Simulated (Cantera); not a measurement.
**Fluorocarbon and chlorocarbon gases: CH3Cl + H2**

Charge: 1 mol CH3Cl, 0.16 mol H2, equilibrated at 26.0 mbar.

Method: chemical equilibrium by Gibbs-energy minimisation in Cantera with the NASA 1993 tables (ideal gas, pure condensed phases). Candidate condensed phases: C, C6H6, C7H8, C8H18; 91 gas species. The tables' values for CCl are old estimates; treat these amounts as uncertain. Rates play no part.

```
T (K)       x H    x H2   x HCl      x Cl      x C3       x C     x CH4  x C2H2 (acetylene)      x C2     x C2H  n C(graphite)
-----  --------  ------  ------  --------  --------  --------  --------  ------------------  --------  --------  -------------
773    4.04e-12   0.516   0.470  3.89e-12    <1e-12    <1e-12    0.0146              <1e-12    <1e-12    <1e-12          0.969
973     4.91e-9   0.536   0.463   4.00e-9    <1e-12    <1e-12  0.000959            2.88e-10    <1e-12    <1e-12          0.998
1173    5.36e-7   0.537   0.463   4.04e-7    <1e-12    <1e-12  0.000146             3.29e-8    <1e-12    <1e-12          1.000
1373    1.51e-5   0.537   0.463   1.08e-5    <1e-12    <1e-12   3.77e-5             9.28e-7    <1e-12    <1e-12          1.000
1573   0.000185   0.537   0.463  0.000127    <1e-12    <1e-12   1.37e-5             1.11e-5    <1e-12  1.10e-11          1.000
1773    0.00129   0.536   0.462  0.000855  1.91e-12  4.69e-12   6.30e-6             7.51e-5    <1e-12   1.41e-9          1.000
1973    0.00611   0.533   0.457   0.00391  5.43e-10  6.49e-10   3.37e-6            0.000341  4.58e-11   6.68e-8          0.999
2173     0.0216   0.522   0.442    0.0133   5.34e-8   3.61e-8   1.98e-6             0.00115   4.64e-9   1.53e-6          0.995
2373     0.0610   0.495   0.405    0.0356   2.38e-6   1.02e-6   1.19e-6             0.00305   2.14e-7   2.03e-5          0.986
2573      0.141   0.439   0.337    0.0760   5.76e-5   1.70e-5   6.72e-7             0.00641   5.38e-6  0.000172          0.967
2773      0.271   0.346   0.239     0.130  0.000868  0.000188   3.16e-7              0.0106   8.43e-5  0.000997          0.927
2973      0.428   0.226   0.138     0.178   0.00897   0.00150   1.07e-7              0.0130  0.000907   0.00407          0.788
3173      0.536   0.110  0.0594     0.196    0.0600   0.00884   1.97e-8              0.0101   0.00659    0.0107              0
3373      0.620  0.0521  0.0256     0.204    0.0532    0.0232   1.99e-9             0.00219    0.0115   0.00716              0
```
x: gas mole fraction; n: condensed amount in mol.

From 773 K to 2973 K the condensed part is C(graphite). From 3173 K to 3373 K nothing is condensed. The main C-bearing gas is CH4 at 773 K and C3 at 3373 K.
